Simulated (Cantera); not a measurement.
A perfectly stirred reactor is fed with CH₄ : O₂ : N₂ = 1 : 1.43 : 14.3 (molar parts), at 2.30 bar; it is adiabatic with a 698 K inlet, and is followed from long to short residence time, starting on the burning branch (τ in s: 0.22, 0.085, 0.032, 0.012, 0.0047, 0.0018, 0.00068, 0.00026, 9.9e-05).

Detailed kinetics in Cantera: GRI-Mech 3.0 (53 species, 325 reactions).

x: mole fraction; the columns are a selection and need not sum to one.

```tsv
τ (s)	T (K)	x CH₄	x O₂	x HCN	x CO₂	x H₂O	x H
0.22	1547	0.00455	0.00159	5.87e-7	0.0271	0.0866	1.30e-5
0.085	1530	0.00475	0.00283	5.18e-7	0.0250	0.0863	1.82e-5
0.032	1496	___	___	___	___	0.0850	___
0.012	698	0.0598	0.0855	<1e-12	<1e-12	<1e-12	<1e-12
0.0047	698	0.0598	0.0855	<1e-12	<1e-12	<1e-12	<1e-12
0.0018	698	0.0598	0.0855	<1e-12	<1e-12	<1e-12	<1e-12
0.00068	698	0.0598	0.0855	<1e-12	<1e-12	<1e-12	<1e-12
0.00026	698	0.0598	0.0855	<1e-12	<1e-12	<1e-12	<1e-12
9.9e-5	698	0.0598	0.0855	<1e-12	<1e-12	<1e-12	<1e-12
```

### Question
What belongs in the gaps?

### Answer

- 0.032, x CH₄: 0.00542
- 0.032, x O₂: 0.00549
- 0.032, x HCN: 3.16e-7
- 0.032, x CO₂: 0.0214
- 0.032, x H: 2.40e-5
